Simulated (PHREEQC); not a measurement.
Model water analysis in mg/L, 25 °C, pH 5.86, pe 9.9:

| constituent | mg/L |
|---|---|
| Na | 2.49 |
| K | 0.00259 |
| Ca | 4.3 |
| Mg | 2.65 |
| Cl | 1.54 |
| S(6) as SO4 | 14.8 |
| Alkalinity as HCO3 | 12.1 |
| Ba | 0.00949 |
| Pb | 0.0473 |

Valence states are taken as typed.

Computed with PHREEQC (ion-association model, wateq4f.dat).

This is a speciation only: nothing precipitates in the calculation.

What charge-balance error does the model give?

charge-balance error -0.8 %.

In which forms is Ba present?

Ba+2 94 %, BaSO4 5.4 % of the Ba.
